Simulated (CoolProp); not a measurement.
Hexamethyldisiloxane (MM) along the isotherm 620 K: Z from the reference equation and from simpler models built on Tc = 518.7 K, pc = 1931 kPa, ω = 0.418; each cubic takes its own stable root.

The numbers come from the reference Helmholtz-energy equation of state, Thol 2016 in CoolProp.

```json
[
 {"p (kPa)": "69", "phase": "gas", "reference": "0.9933", "Pitzer virial": "0.9937", "van der Waals": "0.9932", "Soave-Redlich-Kwong": "0.9940", "Peng-Robinson": "0.9929"},
 {"p (kPa)": "138", "phase": "gas", "reference": "0.9867", "Pitzer virial": "0.9874", "van der Waals": "0.9862", "Soave-Redlich-Kwong": "0.9880", "Peng-Robinson": "0.9857"},
 {"p (kPa)": "207", "phase": "gas", "reference": "0.9800", "Pitzer virial": "0.9812", "van der Waals": "0.9793", "Soave-Redlich-Kwong": "0.9819", "Peng-Robinson": "0.9786"},
 {"p (kPa)": "276", "phase": "gas", "reference": "0.9732", "Pitzer virial": "0.9749", "van der Waals": "0.9722", "Soave-Redlich-Kwong": "0.9759", "Peng-Robinson": "0.9715"},
 {"p (kPa)": "345", "phase": "gas", "reference": "0.9665", "Pitzer virial": "0.9686", "van der Waals": "0.9651", "Soave-Redlich-Kwong": "0.9698", "Peng-Robinson": "0.9643"},
 {"p (kPa)": "414", "phase": "gas", "reference": "0.9597", "Pitzer virial": "0.9623", "van der Waals": "0.9579", "Soave-Redlich-Kwong": "0.9637", "Peng-Robinson": "0.9572"},
 {"p (kPa)": "483", "phase": "gas", "reference": "0.9529", "Pitzer virial": "0.9560", "van der Waals": "0.9506", "Soave-Redlich-Kwong": "0.9576", "Peng-Robinson": "0.9501"},
 {"p (kPa)": "552", "phase": "gas", "reference": "0.9461", "Pitzer virial": "0.9498", "van der Waals": "0.9432", "Soave-Redlich-Kwong": "0.9515", "Peng-Robinson": "0.9429"},
 {"p (kPa)": "621", "phase": "gas", "reference": "0.9392", "Pitzer virial": "0.9435", "van der Waals": "0.9358", "Soave-Redlich-Kwong": "0.9454", "Peng-Robinson": "0.9358"},
 {"p (kPa)": "690", "phase": "gas", "reference": "0.9324", "Pitzer virial": "0.9372", "van der Waals": "0.9283", "Soave-Redlich-Kwong": "0.9393", "Peng-Robinson": "0.9287"},
 {"p (kPa)": "759", "phase": "gas", "reference": "0.9256", "Pitzer virial": "0.9309", "van der Waals": "0.9207", "Soave-Redlich-Kwong": "0.9332", "Peng-Robinson": "0.9216"},
 {"p (kPa)": "828", "phase": "gas", "reference": "0.9187", "Pitzer virial": "0.9246", "van der Waals": "0.9130", "Soave-Redlich-Kwong": "0.9270", "Peng-Robinson": "0.9144"},
 {"p (kPa)": "897", "phase": "gas", "reference": "0.9119", "Pitzer virial": "0.9184", "van der Waals": "0.9052", "Soave-Redlich-Kwong": "0.9209", "Peng-Robinson": "0.9073"},
 {"p (kPa)": "966", "phase": "gas", "reference": "0.9050", "Pitzer virial": "0.9121", "van der Waals": "0.8973", "Soave-Redlich-Kwong": "0.9147", "Peng-Robinson": "0.9002"}
]
```
